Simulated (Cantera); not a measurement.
CH3F (fluorocarbon and chlorocarbon gases)

Charge: 1 mol CH3F, held at 2700 K and 7.50 Pa.

Equilibrium computed with Cantera from the NASA thermochemical tables; the gas is ideal and each condensed phase is pure. Candidate condensed phases: C, C6H6, C7H8, C8H18; 95 gas species. Kinetics and transport are ignored.

| Quantity | Result |
|---|---|
| x(H) | 0.599 |
| x(HF) | 0.223 |
| x(C3) | 0.0771 |
| x(F) | 0.0543 |
| x(C) | 0.0246 |
| x(C2) | 0.00849 |
| x(H2) | 0.00835 |
| x(CF) | 0.00271 |
| x(C2H) | 0.00113 |
| gas amount | 3.567 mol |
| log10 activity of C(graphite) (absent) | -0.06 |
